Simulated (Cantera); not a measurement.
**Low-pressure radical oxidation in H2/O2**

A perfectly stirred reactor is fed with 19.7 % H2, 73.0 % O2, 7.30 % N2, equivalence ratio 0.14, at 0.0240 bar; it is held at 1098 K, and followed from long to short residence time.

Computed with Cantera and the H2/O2 subset of GRI-Mech 3.0, which has no nitrogen chemistry. Radical loss at walls, strong at low pressure, is not modelled. The temperature is held fixed by assumption; the heat of reaction is taken as removed at once.

```json
[
 {"τ (s)": "0.57", "x H2": "0.000868", "x O2": "0.699", "x HO2": "9.75e-6", "x H": "0.000262", "x OH": "0.00109", "x H2O2": "6.36e-7", "x H2O": "0.217"},
 {"τ (s)": "0.22", "x H2": "0.00155", "x O2": "0.698", "x HO2": "1.27e-5", "x H": "0.000673", "x OH": "0.00152", "x H2O2": "7.44e-7", "x H2O": "0.215"},
 {"τ (s)": "0.084", "x H2": "0.00275", "x O2": "0.696", "x HO2": "1.57e-5", "x H": "0.00173", "x OH": "0.00214", "x H2O2": "8.38e-7", "x H2O": "0.213"},
 {"τ (s)": "0.033", "x H2": "0.00475", "x O2": "0.692", "x HO2": "1.81e-5", "x H": "0.00425", "x OH": "0.00300", "x H2O2": "9.01e-7", "x H2O": "0.208"},
 {"τ (s)": "0.013", "x H2": "0.00811", "x O2": "0.686", "x HO2": "1.97e-5", "x H": "0.0100", "x OH": "0.00415", "x H2O2": "9.22e-7", "x H2O": "0.199"},
 {"τ (s)": "0.0048", "x H2": "0.0142", "x O2": "0.675", "x HO2": "2.00e-5", "x H": "0.0227", "x OH": "0.00567", "x H2O2": "8.94e-7", "x H2O": "0.182"},
 {"τ (s)": "0.0019", "x H2": "0.0238", "x O2": "0.665", "x HO2": "1.90e-5", "x H": "0.0403", "x OH": "0.00715", "x H2O2": "8.49e-7", "x H2O": "0.158"},
 {"τ (s)": "0.00072", "x H2": "0.0422", "x O2": "0.661", "x HO2": "1.71e-5", "x H": "0.0549", "x OH": "0.00837", "x H2O2": "8.42e-7", "x H2O": "0.127"},
 {"τ (s)": "0.00028", "x H2": "0.0775", "x O2": "0.672", "x HO2": "1.46e-5", "x H": "0.0518", "x OH": "0.00844", "x H2O2": "8.19e-7", "x H2O": "0.0906"},
 {"τ (s)": "0.00011", "x H2": "0.143", "x O2": "0.702", "x HO2": "1.06e-5", "x H": "0.0249", "x OH": "0.00521", "x H2O2": "4.57e-7", "x H2O": "0.0390"}
]
```
x: mole fraction; the columns are a selection and need not sum to one.
